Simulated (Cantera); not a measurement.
**Low-pressure radical oxidation in H2/O2**

An isothermal, constant-pressure homogeneous reactor starts with 20.0 % H2, 80.0 % O2, equivalence ratio 0.12, at 1050 K and 0.0326 atm.

Cantera simulation using the H2/O2 subset of GRI-Mech 3.0, which has no nitrogen chemistry; the numbers are that mechanism's predictions, not measurements. Radical loss at walls, strong at low pressure, is not modelled. The temperature is held fixed by assumption; the heat of reaction is taken as removed at once.

```tsv
t (s)	x H2	x O2	x OH	x HO2	x H	x O	x H2O2
7.00e-6	0.200	0.800	5.81e-12	9.91e-11	9.36e-11	6.79e-12	<1e-12
4.37e-5	0.200	0.800	1.17e-10	6.23e-10	6.27e-10	2.10e-10	<1e-12
0.000272	0.200	0.800	1.48e-8	5.46e-9	6.00e-8	3.28e-8	5.51e-12
0.00170	0.0113	0.733	0.00622	3.38e-5	0.0445	0.0320	1.13e-6
0.0106	0.000216	0.777	0.000578	1.08e-5	6.64e-5	0.000551	8.84e-7
0.0661	4.67e-6	0.778	9.87e-5	6.73e-7	3.15e-7	1.55e-5	1.83e-7
0.412	2.19e-7	0.778	2.74e-5	5.96e-8	6.66e-9	1.20e-6	3.32e-8
2.57	2.27e-8	0.778	9.52e-6	8.11e-9	2.80e-10	1.46e-7	6.01e-9
16.0	3.13e-9	0.778	3.62e-6	2.42e-9	1.55e-11	2.12e-8	1.05e-9
100	6.46e-10	0.778	1.63e-6	3.05e-9	1.47e-12	4.29e-9	2.36e-10
```
x: mole fraction; the columns are a selection and need not sum to one.

Equilibrium at this temperature and pressure: H2 5.05e-10, O2 0.778, OH 1.42e-6, HO2 3.38e-9, H 1.01e-12, O 3.27e-9, H2O2 1.85e-10 (gas phase only).
